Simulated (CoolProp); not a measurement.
Values from CoolProp's reference Helmholtz-energy equation of state, Lemmon 2006. It is a short technical equation, of lower accuracy than the large ones.

### Question
For carbonyl sulfide, give the phase and the cp (kJ/(kg K)), cv (kJ/(kg K)), Joule-Thomson coefficient (K/MPa) at 415.4 K and 31.8 kPa.

### Answer
- 415.4 K and 31.8 kPa: gas; cp 0.773, cv 0.634, Joule-Thomson coefficient 9.19
